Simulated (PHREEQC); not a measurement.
Dissolve 0.011 mol HF, 0.00021 mol (CH3)4NF and 0.0024 mol H2SiF6 per kg of water at 20 °C. Closed to the air; pH follows from the charge balance.

All values are PHREEQC results (ion-association model, phreeqc.dat), not measurements.

No solid was allowed to form.

Q: Predict the pH, ionic strength.

A: pH 2.25; ionic strength 0.00866 mol/kgw.

Q: In which forms is F present?

A: SiF6-2 56 %, HF 38 %, F- 5.5 % of the F.

Species that the database lacks are ignored. (CH3)4N+ isn't in the database: it is added as a free cation with an ion size of 4 Å. SiF6-2 is the database's only silicon fluoride.
